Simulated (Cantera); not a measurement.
A closed system holds: 1 mol (CH3)2SiCl2, 0.11 mol C2H2, 3.5 mol H2, at 233 Torr.

Method: chemical equilibrium by Gibbs-energy minimisation in Cantera with the NASA 1993 tables (ideal gas, pure condensed phases). Candidate condensed phases: C, C6H6, C7H8, C8H18, Si, SiC; 109 gas species. The feed counts by its element totals alone. The tables' values for SiCl3, SiCl are old estimates; treat these amounts as uncertain. Kinetics and transport are ignored.

**Question.** At 1725 °C, list the 5 most abundant gas species with their mole fractions, and the condensed phases.

**Answer.** H2 0.745, HCl 0.240, SiCl2 0.0101, H 0.00249, Cl 0.000598. Condensed: C(graphite) + SiC(s).
